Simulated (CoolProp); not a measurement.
Saturated liquid density (kg/m³) of n-perfluorobutane: the reference equation beside estimates from Tc = 113.2 °C, pc = 2.322 MPa, ω = 0.372. Rackett uses Z = 0.29056 − 0.08775 ω.

Values from CoolProp's reference Helmholtz-energy equation of state, Gao 2022.

| T (°C) | reference | Rackett | van der Waals | Redlich-Kwong | Soave-Redlich-Kwong |
|---|---|---|---|---|---|
| 23.15 | 1503 | 1631 | 920.9 | 1314 | 1405 |
| 25.95 | 1492 | 1618 | 913.7 | 1301 | 1392 |
| 28.85 | 1480 | 1604 | 906.1 | 1288 | 1379 |
| 31.65 | 1469 | 1591 | 898.6 | 1274 | 1365 |
| 34.55 | 1457 | 1577 | 890.7 | 1260 | 1351 |
| 37.35 | 1446 | 1563 | 883.0 | 1246 | 1337 |
| 40.25 | 1433 | 1548 | 874.8 | 1231 | 1322 |
| 43.15 | 1421 | 1533 | 866.4 | 1216 | 1306 |
| 45.95 | 1408 | 1518 | 858.1 | 1201 | 1291 |
| 48.85 | 1395 | 1503 | 849.3 | 1186 | 1274 |
| 51.65 | 1382 | 1488 | 840.7 | 1170 | 1258 |
| 54.55 | 1368 | 1471 | 831.5 | 1153 | 1241 |
| 57.35 | 1355 | 1455 | 822.4 | 1137 | 1223 |
| 60.25 | 1340 | 1438 | 812.8 | 1120 | 1205 |
| 63.15 | 1325 | 1421 | 802.8 | 1102 | 1186 |

Absolute difference from the reference over all 15 rows, mean and median: Rackett 7.9 and 7.9 %, van der Waals 39.0 and 39.0 %, Redlich-Kwong 14.5 and 14.4 %, Soave-Redlich-Kwong 8.2 and 8.1 %.
